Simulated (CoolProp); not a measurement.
Aqueous magnesium chloride as a coolant, 30 % by mass, freezing at -100.0 °C, 1 atm.

Values from CoolProp's Melinder's fits for secondary coolants.

| T (°C) | viscosity (mPa s) | conductivity (W/(m K)) | Prandtl number | cp (kJ/(kg K)) |
|---|---|---|---|---|
| -15.1 | 297000 | 0.370 | 2130000 | 2.662 |
| -9.9 | 153000 | 0.389 | 1040000 | 2.652 |
| -4.6 | 80900 | 0.408 | 524000 | 2.639 |
| 0.6 | 45000 | 0.425 | 278000 | 2.626 |
| 5.8 | 26200 | 0.442 | 155000 | 2.610 |
| 11 | 16100 | 0.458 | 91300 | 2.590 |
| 16.2 | 10600 | 0.474 | 57300 | 2.567 |
| 21.4 | 7410 | 0.489 | 38500 | 2.540 |
| 26.6 | 5610 | 0.504 | 27900 | 2.507 |
| 31.9 | 4590 | 0.519 | 21800 | 2.468 |
| 37.1 | 4140 | 0.534 | 18800 | 2.424 |
